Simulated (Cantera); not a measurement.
# Gas-phase reforming

An isothermal, constant-pressure homogeneous reactor starts with 27.8 % CH4, 72.2 % CO2, at 1825 K and 1.01 bar.

Detailed kinetics in Cantera: GRI-Mech 3.0 (53 species, 325 reactions).

```tsv
t (s)	x CH4	x CO2	x H2	x HO2	x CH2O	x O2
4.00e-5	0.274	0.721	0.00171	<1e-12	1.37e-5	1.37e-12
8.25e-5	0.269	0.719	0.00563	<1e-12	5.69e-5	3.98e-12
0.000170	0.251	0.712	0.0199	1.25e-12	0.000124	1.64e-11
0.000350	0.213	0.687	0.0558	2.52e-12	0.000128	7.70e-11
0.000722	0.164	0.639	0.103	4.47e-12	8.88e-5	2.56e-10
0.00149	0.113	0.567	0.133	6.91e-12	6.23e-5	6.61e-10
0.00307	0.0641	0.464	0.127	9.60e-12	4.75e-5	1.54e-9
0.00632	0.0269	0.345	0.0940	1.31e-11	3.95e-5	3.75e-9
0.0130	0.0111	0.263	0.0866	1.58e-11	2.52e-5	6.85e-9
0.0269	0.00868	0.213	0.110	9.81e-12	1.24e-5	5.49e-9
0.0554	0.00702	0.171	0.138	5.55e-12	5.55e-6	4.18e-9
0.114	0.00457	0.141	0.165	3.50e-12	2.20e-6	3.64e-9
0.235	0.00184	0.124	0.183	2.65e-12	6.64e-7	3.48e-9
0.485	0.000169	0.119	0.189	2.43e-12	9.15e-8	3.39e-9
1.00	1.14e-7	0.118	0.190	2.53e-12	4.17e-8	3.58e-9
```
x: mole fraction; the columns are a selection and need not sum to one.

Equilibrium at this temperature and pressure: CH4 3.85e-9, CO2 0.118, H2 0.190, HO2 2.53e-12, CH2O 4.17e-8, O2 3.58e-9 (gas phase only).
